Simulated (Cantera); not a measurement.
An isothermal, constant-pressure homogeneous reactor starts with 24.6 % NH3, 68.8 % H2, 6.63 % N2, at 1798 K and 1.00 bar.

Cantera simulation using the gas-phase N/H chemistry of the illustrative SiF4/NH3 mechanism in the Surface Chemkin manual (1991); the numbers are that mechanism's predictions, not measurements. Walls and surfaces, which speed up NH3 decomposition in real reactors, are not modelled.

One state of this run: x NH3 = 0.241; x H2 = 0.691; x NH2 = 0.000147; x NH = 1.58e-6; x N2H2 = 2.85e-7; x N = 7.38e-8; x N2 = 0.0679. x: mole fraction; the columns are a selection and need not sum to one.

Question: Which value of t (s) does it belong to?
A) 0.247
B) 1.83
C) 1.09e-5
D) 0.0122

Answer: D, 0.0122
